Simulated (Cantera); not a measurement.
Input: 1 mol Ni, a varied amount of H2S, 15 mol H2, held at 1475 K and 14.0 bar.

Equilibrium computed with Cantera from the NASA thermochemical tables; the gas is ideal and each condensed phase is pure. Candidate condensed phases: Ni, NiS, NiS2, Ni3S2, Ni3S4, S; 9 gas species. Metal and sulfide melt together well below either melting point, which pure phases cannot show. Mutual solubility and eutectic melting of coexisting phases are not modelled. Equilibrium is a limit: real reactors are often held back by kinetics, nucleation or transport.

x: gas mole fraction; n: condensed amount in mol.

```json
[
 {"n(H2S) (mol)": "0.0032", "x H2": "1.000", "x H2S": "0.000213", "x SH": "2.03e-7", "x S2": "1.92e-10", "x H": "3.47e-6", "x S": "1.12e-10", "x NiS": "2.73e-11", "n Ni(s)": "1.00", "n Ni3S2(l)": "0"},
 {"n(H2S) (mol)": "0.0057", "x H2": "1.000", "x H2S": "0.000379", "x SH": "3.62e-7", "x S2": "6.10e-10", "x H": "3.47e-6", "x S": "2.00e-10", "x NiS": "4.86e-11", "n Ni(s)": "1.00", "n Ni3S2(l)": "0"},
 {"n(H2S) (mol)": "0.01", "x H2": "0.999", "x H2S": "[?]", "x SH": "[?]", "x S2": "[?]", "x H": "3.47e-6", "x S": "[?]", "x NiS": "[?]", "n Ni(s)": "1.00", "n Ni3S2(l)": "0"},
 {"n(H2S) (mol)": "0.018", "x H2": "0.999", "x H2S": "0.00120", "x SH": "1.14e-6", "x S2": "6.08e-9", "x H": "3.46e-6", "x S": "6.31e-10", "x NiS": "1.53e-10", "n Ni(s)": "1.00", "n Ni3S2(l)": "0"},
 {"n(H2S) (mol)": "0.031", "x H2": "0.998", "x H2S": "0.00206", "x SH": "1.96e-6", "x S2": "1.80e-8", "x H": "3.46e-6", "x S": "1.09e-9", "x NiS": "2.64e-10", "n Ni(s)": "1.00", "n Ni3S2(l)": "0"},
 {"n(H2S) (mol)": "0.055", "x H2": "0.996", "x H2S": "0.00365", "x SH": "3.48e-6", "x S2": "5.68e-8", "x H": "3.46e-6", "x S": "1.93e-9", "x NiS": "4.69e-10", "n Ni(s)": "1.00", "n Ni3S2(l)": "0"},
 {"n(H2S) (mol)": "0.097", "x H2": "0.994", "x H2S": "0.00642", "x SH": "6.13e-6", "x S2": "1.77e-7", "x H": "3.46e-6", "x S": "3.40e-9", "x NiS": "8.27e-10", "n Ni(s)": "1.00", "n Ni3S2(l)": "0"},
 {"n(H2S) (mol)": "0.17", "x H2": "0.989", "x H2S": "0.0112", "x SH": "1.07e-5", "x S2": "5.42e-7", "x H": "3.45e-6", "x S": "5.96e-9", "x NiS": "1.45e-9", "n Ni(s)": "1.00", "n Ni3S2(l)": "0"},
 {"n(H2S) (mol)": "0.3", "x H2": "0.988", "x H2S": "0.0118", "x SH": "1.13e-5", "x S2": "5.99e-7", "x H": "3.45e-6", "x S": "6.27e-9", "x NiS": "1.52e-9", "n Ni(s)": "0.820", "n Ni3S2(l)": "0.0600"},
 {"n(H2S) (mol)": "0.53", "x H2": "0.988", "x H2S": "0.0118", "x SH": "1.13e-5", "x S2": "5.99e-7", "x H": "3.45e-6", "x S": "6.27e-9", "x NiS": "1.52e-9", "n Ni(s)": "0.479", "n Ni3S2(l)": "0.174"},
 {"n(H2S) (mol)": "0.94", "x H2": "0.983", "x H2S": "0.0171", "x SH": "1.65e-5", "x S2": "1.28e-6", "x H": "3.44e-6", "x S": "9.18e-9", "x NiS": "1.73e-9", "n Ni(s)": "0", "n Ni3S2(l)": "0.333"},
 {"n(H2S) (mol)": "1.7", "x H2": "0.938", "x H2S": "[?]", "x SH": "[?]", "x S2": "[?]", "x H": "3.36e-6", "x S": "[?]", "x NiS": "[?]", "n Ni(s)": "0", "n Ni3S2(l)": "0.333"},
 {"n(H2S) (mol)": "2.9", "x H2": "0.875", "x H2S": "0.124", "x SH": "0.000127", "x S2": "8.55e-5", "x H": "3.24e-6", "x S": "7.49e-8", "x NiS": "3.48e-9", "n Ni(s)": "0", "n Ni3S2(l)": "0.333"}
]
```

Question: Some entries are withheld; supply them.

Answer: 
- 1.7, x H2S: 0.0618
- 1.7, x SH: 6.07e-5
- 1.7, x S2: 1.83e-5
- 1.7, x S: 3.47e-8
- 1.7, x NiS: 2.69e-9
- 0.01, x H2S: 0.000666
- 0.01, x SH: 6.34e-7
- 0.01, x S2: 1.88e-9
- 0.01, x S: 3.51e-10
- 0.01, x NiS: 8.53e-11
